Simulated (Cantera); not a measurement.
Input: 1 mol SiCl₄, 2.2 mol Cl₂, 19 mol H₂, held at 0.133 bar.

Cantera equilibrium calculation (NASA polynomials, part measured and part estimated; ideal gas, pure solids and liquids). Candidate condensed phases: Si; 19 gas species. The tables' values for SiCl₃ are old estimates; treat these amounts as uncertain. The numbers say what is thermodynamically allowed, not how fast it happens.

x: gas mole fraction; nothing condenses.

```
T (K)   x H₂  x HCl  x SiCl₄   x SiCl₂   x SiCl₃
-----  -----  -----  -------  --------  --------
1048   0.755  0.200   0.0432   1.15e-5  0.000165
1098   0.754  0.201   0.0423   5.27e-5  0.000398
1148   0.753  0.202   0.0409  0.000207  0.000875
1198   0.750  0.205   0.0387  0.000695   0.00174
1248   0.746  0.209   0.0353   0.00198   0.00311
1298   0.739  0.216        ?         ?   0.00490
1348   0.730  0.226   0.0240   0.00930   0.00667
1398   0.719  0.237   0.0173    0.0153   0.00785
1448   0.709  0.247        ?         ?   0.00815
1498   0.700  0.256  0.00688    0.0271   0.00764
1548   0.694  0.262  0.00397    0.0315   0.00668
1598   0.690  0.267  0.00224    0.0346   0.00560
1648   0.687  0.269  0.00126    0.0368   0.00459
```

### Question
What belongs in the gaps?

### Answer

- 1448, x SiCl₄: 0.0113
- 1448, x SiCl₂: 0.0215
- 1298, x SiCl₄: 0.0303
- 1298, x SiCl₂: 0.00473
